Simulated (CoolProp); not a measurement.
A closed Brayton cycle with carbon dioxide: compressor inlet 313.15 K and 9.9 MPa, high pressure 27.4 MPa, turbine inlet 675 K, compressor efficiency 0.89, turbine efficiency 0.93, recuperator effectiveness 0.8 (on enthalpy, no pinch check). Each further row changes one setting.

Model: reference Helmholtz-energy equation of state, Span 1996, in CoolProp.

| case | thermal efficiency (%) | net work (kJ/kg) | compressor to turbine work | compressor exit (K) | turbine exit (K) |
|---|---|---|---|---|---|
| as stated | 28.4 | 80.0 | 0.26 | 347.7 | 562.2 |
| turbine inlet 625 K | ? | 69.3 | ? | 347.7 | 516.6 |
| compressor inlet 323.15 K | 27.3 | 67.8 | 0.37 | ? | 562.2 |
| high pressure 23.3 MPa | 26.5 | ? | ? | 341.5 | 579.8 |
| recuperator effectiveness 0.5 | 22.0 | 80.0 | 0.26 | 347.7 | 562.2 |

Task: Some entries are withheld; supply them.

Result: 
- turbine inlet 625 K, thermal efficiency (%): 26.6
- turbine inlet 625 K, compressor to turbine work: 0.29
- compressor inlet 323.15 K, compressor exit (K): 387.7
- high pressure 23.3 MPa, net work (kJ/kg): 70.6
- high pressure 23.3 MPa, compressor to turbine work: 0.24
